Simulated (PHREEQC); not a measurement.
**Spent oxide etchant: an equilibrium model**

Consider water at 25 °C with 0.0012 mol HF, 0.00036 mol (NH4)2SiF6 and 0.00046 mol H3BO3 per kg of water. Closed to the air; pH follows from the charge balance.

The numbers come from PHREEQC with the ion-association model, phreeqc.dat.

Precipitation was switched off in this run.

Q: Estimate the pH.

A: pH 3.14.

Q: In which forms is F present?

A: HF 34 %, F- 33 %, SiF6-2 26 %, BF4- 4.4 %, BF3OH- 1.1 %, BF2(OH)2- 0.9 % of the F.

The solution is supersaturated, for example in Quartz (slow to form), so a real one may precipitate; this is no full list. Species that the database lacks are ignored. SiF6-2 is the database's only silicon fluoride. Real BF4- forms and hydrolyses slowly; the run takes it at equilibrium.
